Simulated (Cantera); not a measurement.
Cantera run:

```python
import numpy as np
import cantera as ct

gas_names = """
    AL ALBr ALBr3 ALH ALN ALO ALOH ALO2 ALO2H AL2 AL2Br6 AL2O AL2O2 Br Br2 H HALO HBr HNO HNO2 HNO3 HO2
    H2 H2O H2O2 N NH NH2 NH3 NH2OH NO NO2 NO3 N2 N2H2 N2H4 N2O O OH O2 O3
""".split()
cond_names = """
    AL(cr) AL(L) ALBr3(s) ALBr3(L) ALN(s) AL2O3(a) AL2O3(L) Br2(cr) Br2(L) H2O(s) H2O(L)
""".split()


# ... load() reads the species with a 1 bar reference pressure and builds the phases ...
atoms = {
    'AlBr3': {'AL': 1, 'Br': 3},
    'N2O': {'N': 2, 'O': 1},
    'H2': {'H': 2},
}
top_T = {'ALN(s)': 2750}  # K; cautious upper limits of use, not melting points


# ... equilibrate(T, P, feed) seeds the gas with the atoms and calls Mixture.equilibrate('TP', solver="gibbs", rtol=1e-10, max_steps=50000) ...
results = []
T = 1173  # K
P = 15  # Pa
for m in [2.4, 3.3, 4.7, 6.5, 9.1, 13, 18, 25, 35, 49, 68]:
    feed = {'AlBr3': 1, 'N2O': 0.57, 'H2': m}  # mol
    mix = equilibrate(T, P, feed)
    results.append((T, P, feed, dict(zip(mix.species_names, mix.species_moles))))
    x = sorted(zip(gas.X, gas.species_names), reverse=True)
    print(f"T = {T:g} K  P = {P:g} Pa  n(H2) = {m:g} mol  gas = {mix.phase_moles(0):.4g} mol")
    print("   x: " + "  ".join(f"{s} {v:.3e}" for v, s in x if v > 0.001))
    print("   condensed (mol): " + ("  ".join(f"{mix.phase(i).name} {mix.phase_moles(i):.4g}"
          for i in range(1, mix.n_phases) if mix.phase_moles(i) > 1e-12) or "none"))
```

Result:

```
T = 1173 K  P = 15 Pa  n(H2) = 2.4 mol  gas = 4.164 mol
   x: H2 4.403e-01  HBr 2.720e-01  ALBr3 1.488e-01  N2 1.369e-01  Br 1.922e-03
   condensed (mol): AL2O3(a) 0.19
T = 1173 K  P = 15 Pa  n(H2) = 3.3 mol  gas = 5.064 mol
   x: H2 5.397e-01  HBr 2.239e-01  ALBr3 1.223e-01  N2 1.126e-01  Br 1.429e-03
   condensed (mol): AL2O3(a) 0.19
T = 1173 K  P = 15 Pa  n(H2) = 4.7 mol  gas = 6.464 mol
   x: H2 6.393e-01  HBr 1.756e-01  ALBr3 9.576e-02  N2 8.818e-02  Br 1.030e-03
   condensed (mol): AL2O3(a) 0.19
T = 1173 K  P = 15 Pa  n(H2) = 6.5 mol  gas = 8.265 mol
   x: H2 7.177e-01  HBr 1.376e-01  ALBr3 7.480e-02  N2 6.897e-02
   condensed (mol): AL2O3(a) 0.19
T = 1173 K  P = 15 Pa  n(H2) = 9.1 mol  gas = 10.87 mol
   x: H2 7.839e-01  HBr 1.071e-01  ALBr3 5.605e-02  N2 5.210e-02
   condensed (mol): ALN(s) 0.007822  AL2O3(a) 0.19
T = 1173 K  P = 15 Pa  n(H2) = 13 mol  gas = 14.77 mol
   x: H2 8.349e-01  HBr 9.079e-02  ALBr3 3.720e-02  N2 3.635e-02
   condensed (mol): ALN(s) 0.0664  AL2O3(a) 0.19
T = 1173 K  P = 15 Pa  n(H2) = 18 mol  gas = 19.77 mol
   x: H2 8.722e-01  HBr 7.656e-02  N2 2.571e-02  ALBr3 2.484e-02
   condensed (mol): ALN(s) 0.1234  AL2O3(a) 0.19
T = 1173 K  P = 15 Pa  n(H2) = 25 mol  gas = 26.77 mol
   x: H2 9.022e-01  HBr 6.334e-02  N2 1.787e-02  ALBr3 1.604e-02
   condensed (mol): ALN(s) 0.1832  AL2O3(a) 0.19
T = 1173 K  P = 15 Pa  n(H2) = 35 mol  gas = 36.77 mol
   x: H2 9.261e-01  HBr 5.129e-02  N2 1.216e-02  ALBr3 9.926e-03
   condensed (mol): ALN(s) 0.2453  AL2O3(a) 0.19
T = 1173 K  P = 15 Pa  n(H2) = 49 mol  gas = 50.78 mol
   x: H2 9.446e-01  HBr 4.085e-02  N2 8.210e-03  ALBr3 5.927e-03
   condensed (mol): ALN(s) 0.3062  AL2O3(a) 0.19
T = 1173 K  P = 15 Pa  n(H2) = 68 mol  gas = 69.78 mol
   x: H2 9.583e-01  HBr 3.223e-02  N2 5.574e-03  ALBr3 3.456e-03
   condensed (mol): ALN(s) 0.3621  AL2O3(a) 0.19
```

Method: chemical equilibrium by Gibbs-energy minimisation in Cantera with the NASA 1993 tables (ideal gas, pure condensed phases). Mutual solubility and eutectic melting of coexisting phases are not modelled.
